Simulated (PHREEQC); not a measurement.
Solution (64 °C): 0.048 mol/kgw CaCl2, 0.00037 mol/kgw CO2 and 0.00045 mol/kgw NaCl. Closed to the air; pH follows from the charge balance.

The numbers come from PHREEQC with the ion-association model, phreeqc.dat.

Precipitation was switched off in this run.

**Question.** Order these C species by the share of C that they hold, largest first: HCO3-, CO2, CaHCO3+.

**Answer.** CO2 (95 %), HCO3- (4.2 %), CaHCO3+ (1.1 %)

The pH is 4.80 and the ionic strength 0.144 mol/kgw. Constants without temperature data keep their 25 °C values here.
